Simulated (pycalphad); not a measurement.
Computed with pycalphad from the COST 507 light-alloy database (1999), at 1 atm. These are 1990s assessments: newer ones move some temperatures and phases. Amounts are mole fractions of atoms.

Give the equilibrium state of Si-81.42Sn (wt.%) at 1200 K.

liquid, fraction 0.519, with 99.56 Sn wt.%; diamond (Si), fraction 0.481, with <0.01 Sn wt.%.

Give the equilibrium state of Si-81.42Sn (wt.%) at 500 K.


```
T = 500.00 K, P = 101325 Pa, N = 1 mol of atoms
G = -19047 J/mol, H = 5139 J/mol, S = 48.37 J/(mol K)  (SER reference)
chemical potentials (J/mol): Si -10615, Sn -27180
phase             fraction      x(Si)      x(Sn)
BCT_A5              0.5090       none     1.0000
DIAMOND_A4          0.4910     1.0000   1.89e-07
```

DIAMOND_A4 is diamond (Si); BCT_A5 is bct (Sn). An entry "none" or "no" means that the model of the phase leaves that element out.
